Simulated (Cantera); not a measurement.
An isothermal, constant-pressure homogeneous reactor starts with CH₄ : N₂ = 1 : 110 (molar parts), at 1675 K and 1700 Pa.

Model: GRI-Mech 3.0 (53 species, 325 reactions), integrated in Cantera. GRI-Mech 3.0 stops at C3 and has no aromatics, soot or wall deposition, so with more carbon than oxygen in the feed, carbon stays in small species such as C2H2 where larger ones or solid carbon would form. Radical loss at walls, strong at low pressure, is not modelled.

x: mole fraction; the columns are a selection and need not sum to one.

```json
[
 {"t (s)": "1.00e-6", "x CH₄": "0.00901", "x C₂H": "<1e-12", "x HCN": "<1e-12", "x C₂H₄": "<1e-12", "x H": "1.10e-9", "x CH₃": "1.11e-9", "x CH₂": "<1e-12"},
 {"t (s)": "8.92e-6", "x CH₄": "0.00901", "x C₂H": "<1e-12", "x HCN": "<1e-12", "x C₂H₄": "<1e-12", "x H": "9.63e-9", "x CH₃": "1.00e-8", "x CH₂": "<1e-12"},
 {"t (s)": "7.95e-5", "x CH₄": "0.00901", "x C₂H": "<1e-12", "x HCN": "<1e-12", "x C₂H₄": "<1e-12", "x H": "7.32e-8", "x CH₃": "1.02e-7", "x CH₂": "<1e-12"},
 {"t (s)": "0.000709", "x CH₄": "0.00901", "x C₂H": "<1e-12", "x HCN": "<1e-12", "x C₂H₄": "2.37e-11", "x H": "2.27e-7", "x CH₃": "1.34e-6", "x CH₂": "2.19e-11"},
 {"t (s)": "0.00632", "x CH₄": "0.00900", "x C₂H": "<1e-12", "x HCN": "<1e-12", "x C₂H₄": "2.74e-8", "x H": "2.42e-7", "x CH₃": "1.37e-5", "x CH₂": "1.39e-9"},
 {"t (s)": "0.0564", "x CH₄": "0.00885", "x C₂H": "9.22e-11", "x HCN": "3.85e-10", "x C₂H₄": "?", "x H": "?", "x CH₃": "?", "x CH₂": "?"},
 {"t (s)": "0.503", "x CH₄": "0.00385", "x C₂H": "3.56e-8", "x HCN": "9.75e-7", "x C₂H₄": "0.000173", "x H": "2.30e-5", "x CH₃": "0.000211", "x CH₂": "4.35e-7"},
 {"t (s)": "4.49", "x CH₄": "?", "x C₂H": "?", "x HCN": "?", "x C₂H₄": "?", "x H": "?", "x CH₃": "?", "x CH₂": "?"},
 {"t (s)": "40.0", "x CH₄": "3.98e-6", "x C₂H": "1.60e-7", "x HCN": "3.55e-5", "x C₂H₄": "6.00e-8", "x H": "9.73e-5", "x CH₃": "5.89e-7", "x CH₂": "4.30e-9"}
]
```

Question: Some entries are withheld; supply them.

Answer: 
- 0.0564, x C₂H₄: 1.77e-5
- 0.0564, x H: 7.68e-7
- 0.0564, x CH₃: 0.000121
- 0.0564, x CH₂: 6.70e-8
- 4.49, x CH₄: 0.000189
- 4.49, x C₂H: 1.09e-7
- 4.49, x HCN: 1.35e-5
- 4.49, x C₂H₄: 8.40e-7
- 4.49, x H: 6.62e-5
- 4.49, x CH₃: 1.92e-5
- 4.49, x CH₂: 9.45e-8
